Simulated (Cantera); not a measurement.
Gas-phase reforming

A perfectly stirred reactor is fed with CH₄ : H₂O : H₂ = 1 : 4.4 : 0.43 (molar parts), at 1.00 bar; it is held at 1575 K, and followed from long to short residence time.

Model: GRI-Mech 3.0 (53 species, 325 reactions), integrated in Cantera.

| τ (s) | x CH₄ | x H₂O | x H₂ | x O | x CH₂O |
|---|---|---|---|---|---|
| 1.2 | 0.0478 | 0.582 | 0.297 | 5.19e-11 | 1.26e-6 |
| 0.54 | 0.0620 | 0.628 | 0.251 | 5.56e-11 | 2.07e-6 |
| 0.25 | 0.0794 | 0.666 | 0.209 | 6.24e-11 | 3.20e-6 |
| 0.11 | 0.101 | 0.697 | 0.168 | 7.45e-11 | 4.77e-6 |
| 0.051 | 0.123 | 0.719 | 0.136 | 9.16e-11 | 6.45e-6 |
| 0.023 | 0.142 | 0.735 | 0.110 | 1.13e-10 | 8.08e-6 |
| 0.010 | 0.156 | 0.745 | 0.0915 | 1.33e-10 | 9.12e-6 |
| 0.0047 | 0.164 | 0.751 | 0.0820 | 1.40e-10 | 9.03e-6 |
| 0.0022 | 0.168 | 0.753 | 0.0772 | 1.32e-10 | 7.65e-6 |
| 0.00098 | 0.170 | 0.754 | 0.0750 | 1.08e-10 | 4.93e-6 |
| 0.00044 | 0.171 | 0.755 | 0.0742 | 7.33e-11 | 2.17e-6 |
x: mole fraction; the columns are a selection and need not sum to one.
